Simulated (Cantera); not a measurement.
A perfectly stirred reactor is fed with N₂O : H₂ : N₂ = 1 : 0.045 : 6.3 (molar parts), at 0.700 bar; it is held at 1375 K, and followed from long to short residence time.

Cantera simulation using GRI-Mech 3.0 (53 species, 325 reactions); the numbers are that mechanism's predictions, not measurements. GRI-Mech 3.0 was tuned for natural gas; its chemistry of N2O as a main component is partial and can be far from experiment. The mechanism lacks the step 2 NO + O2 → 2 NO2, which can matter for NO2 below about 1400 K. The temperature is held fixed by assumption; the heat of reaction is taken as removed at once.

**Question.** What does this change do: pressure from 0.700 bar to 10.00 Torr?

**Answer.** 
| quantity | before | after |
|---|---|---|
| x(N₂O) at τ = 1.50 s | 0.0132 | 0.105 |
| x(H₂) at τ = 1.50 s | 6.09e-6 | 0.000170 |
| x(OH) at τ = 1.50 s | 2.97e-5 | 5.36e-5 |
| x(NO) at τ = 1.50 s | 0.0116 | 0.00383 |
| x(H₂O₂) at τ = 1.50 s | 3.87e-9 | 6.35e-10 |
| x(N₂O) at τ = 63.0 ms | 0.0873 | 0.131 |
| x(H₂) at τ = 63.0 ms | 8.87e-5 | 0.00207 |
| x(OH) at τ = 63.0 ms | 4.66e-5 | 7.56e-5 |
| x(NO) at τ = 63.0 ms | 0.00628 | 0.000265 |
| x(H₂O₂) at τ = 63.0 ms | 8.79e-9 | 4.77e-9 |
Radical loss at walls, strong at low pressure, is not modelled.

**Question.** What does this change do: 0.43 parts H2O added?

**Answer.** 
| quantity | before | after |
|---|---|---|
| x(N₂O) at τ = 1.50 s | 0.0132 | 0.0103 |
| x(H₂) at τ = 1.50 s | 6.09e-6 | 4.79e-6 |
| x(OH) at τ = 1.50 s | 2.97e-5 | 8.78e-5 |
| x(NO) at τ = 1.50 s | 0.0116 | 0.00809 |
| x(H₂O₂) at τ = 1.50 s | 3.87e-9 | 2.76e-8 |
| x(N₂O) at τ = 63.0 ms | 0.0873 | 0.0764 |
| x(H₂) at τ = 63.0 ms | 8.87e-5 | 3.99e-5 |
| x(OH) at τ = 63.0 ms | 4.66e-5 | 0.000126 |
| x(NO) at τ = 63.0 ms | 0.00628 | 0.00524 |
| x(H₂O₂) at τ = 63.0 ms | 8.79e-9 | 5.11e-8 |

**Question.** What does this change do: temperature 1375 to 1048 K?

**Answer.** 
```tsv
quantity	before	after
x(N₂O) at τ = 1.50 s	0.0132	0.127
x(H₂) at τ = 1.50 s	6.09e-6	0.000172
x(OH) at τ = 1.50 s	2.97e-5	1.88e-6
x(NO) at τ = 1.50 s	0.0116	0.000159
x(H₂O₂) at τ = 1.50 s	3.87e-9	6.17e-9
x(N₂O) at τ = 63.0 ms	0.0873	0.132
x(H₂) at τ = 63.0 ms	8.87e-5	0.00198
x(OH) at τ = 63.0 ms	4.66e-5	2.73e-6
x(NO) at τ = 63.0 ms	0.00628	2.00e-5
x(H₂O₂) at τ = 63.0 ms	8.79e-9	1.17e-8
```
